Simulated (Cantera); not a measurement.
A diamond (100) surface in a fixed gas of H2 with x(CH4) = 0.0043, x(H) = 0.032, at 1200 K, 120 Torr; coverages are run to steady state.

Detailed kinetics in Cantera: the Harris–Goodwin 1993 mechanism for the reconstructed diamond (100) surface.

θ: site fractions in the mechanism's names (c6HH fully hydrogenated, c6H* and c6*H radical sites, c6** diradical, c6HM methylated).

| x(CH3) | growth (µm/h) | θ c6HH | θ c6H* | θ c6*H | θ c6** | θ c6HM |
|---|---|---|---|---|---|---|
| 1e-06 | 0.157 | 0.438 | 0.0396 | 0.492 | 0.0313 | 7.25e-6 |
| 2.2e-06 | (withheld) | 0.438 | 0.0396 | 0.492 | 0.0313 | (withheld) |
| 5e-06 | 0.787 | 0.438 | 0.0396 | 0.492 | 0.0313 | 3.62e-5 |
| 1.1e-05 | 1.73 | 0.438 | 0.0396 | 0.491 | 0.0313 | 7.97e-5 |
| 2.5e-05 | (withheld) | 0.437 | 0.0396 | 0.491 | 0.0313 | (withheld) |
| 5.7e-05 | 8.97 | 0.437 | 0.0396 | 0.491 | 0.0313 | 0.000413 |
| 0.00013 | 20.4 | 0.437 | 0.0395 | 0.491 | 0.0312 | 0.000940 |
| 0.00029 | 45.4 | 0.436 | 0.0394 | 0.490 | 0.0311 | 0.00209 |
| 0.00065 | 101 | 0.434 | 0.0393 | 0.488 | 0.0309 | 0.00466 |

Q: What belongs in the gaps?

A: 
- 2.2e-06, growth (µm/h): 0.346
- 2.2e-06, θ c6HM: 1.59e-5
- 2.5e-05, growth (µm/h): 3.93
- 2.5e-05, θ c6HM: 0.000181
